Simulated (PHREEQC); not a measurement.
0.052 g of hydrous ferric oxide (600 m²/g; 0.2 weak and 0.005 strong sites per Fe, Dzombak-Morel constants, diffuse double layer) in 1 kg of water with 0.01 mol/kgw of an inert sodium salt and 0.32 mmol/kgw MnCl2, at 25 °C; the pH is set by adding NaOH or the inert anion's acid. The system is closed to oxygen. No CO2 enters from the air. No solid was allowed to form.

Base run: PHREEQC, ion-association model, wateq4f.dat. Each further column changes one thing. The table gives surface charge σ (C/m²).

```
pH      base  background salt from 0.01 to 0.001 mol/kgw  oxide from 0.052 to 0.26 g/kgw  0.00036 mol/kgw MgCl2 added
-----  -----  ------------------------------------------  ------------------------------  ---------------------------
4      0.221                                       0.142                           0.221                        0.225
4.67   0.147                                       0.085                           0.147                        0.151
5.33   0.091                                       0.048                           0.091                        0.094
6      0.052                                       0.026                           0.052                        0.054
6.67   0.028                                       0.013                           0.028                        0.029
7.33   0.016                                       0.007                           0.016                        0.017
8      0.014                                       0.006                           0.011                        0.015
8.67   0.014                                       0.006                           0.008                        0.015
9.33   0.013                                       0.006                           0.006                        0.014
10     0.013                                       0.006                           0.004                        0.014
10.67  0.011                                       0.005                           0.002                        0.012
11.33  0.008                                       0.004                          -0.001                        0.009
12     0.002                                       0.001                          -0.008                        0.005
```

In at least one series the solution becomes supersaturated in solids that the run did not let form, among them Pyrochroite.
